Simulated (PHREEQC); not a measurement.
A solution holds 0.23 mmol/kgw CaSO4 and 7.1 mmol/kgw NaF, at 10 °C. Closed to the air; pH follows from the charge balance.

Model: ion-association model, wateq4f.dat, run in PHREEQC.

Question: The ionic strength comes out as 0.00796 mol/kgw. What activity coefficients do F-, Na+, SO4-2, Ca+2, NaSO4- get?

Answer: F- 0.91, Na+ 0.91, SO4-2 0.70, Ca+2 0.70, NaSO4- 0.92.

No solid was allowed to form. Examples of supersaturated solids here: Fluorite. Others may be too. Away from 25 °C the constants follow the database's enthalpies or fits; those with neither stay at their 25 °C values.
